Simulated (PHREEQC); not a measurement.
Solution (25 °C): 0.058 mol Na3PO4 and 0.054 mol KCl per kg of water. Closed to the air; pH follows from the charge balance.

All values are PHREEQC results (ion-association model, phreeqc.dat), not measurements.

No solid was allowed to form.

Order these P species by the share of P that they hold, largest first: HPO4-2, KHPO4-, PO4-3, NaHPO4-.

PO4-3 (76 %), HPO4-2 (22 %), NaHPO4- (1.8 %), KHPO4- (0.51 %)

The pH is 11.96 and the ionic strength 0.371 mol/kgw.
